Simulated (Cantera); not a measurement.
A closed system holds: 1 mol C₃H₈, 1.4 mol H₂, held at 29.0 bar.

Method: chemical equilibrium by Gibbs-energy minimisation in Cantera with the NASA 1993 tables (ideal gas, pure condensed phases). Candidate condensed phases: C, C₆H₆, C₇H₈, C₈H₁₈; 76 gas species. Kinetics and transport are ignored.

Problem. At 800 K, list the 3 most abundant gas species with their mole fractions, and the condensed phases.

Solution. CH₄ 0.852, H₂ 0.148, C₂H₆ 9.83e-5. Condensed: C(graphite).
